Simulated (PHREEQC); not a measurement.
Model water analysis in mg/kgw, 25 °C, pH 7.19, pe 11.2:

```
constituent         mg/kgw
------------------  ------
Na                    84.1
K                     4.22
Ca                     138
Mg                    82.4
Cl                     197
S(6) as SO4            398
Alkalinity as HCO3     196
Pb                    1.31
Br                    8.22
```

Valence states are taken as typed.

The numbers come from PHREEQC with the ion-association model, wateq4f.dat.

No solid was allowed to form.

Q: Predict the ionic strength, charge-balance error.

A: ionic strength 0.0234 mol/kgw; charge-balance error 1.0 %.

Q: In which forms is Ca present?

A: Ca+2 83 %, CaSO4 16 %, CaHCO3+ 1.8 % of the Ca.

Saturation is exceeded, for instance for Cerrusite; the values hold only as long as no solid forms.
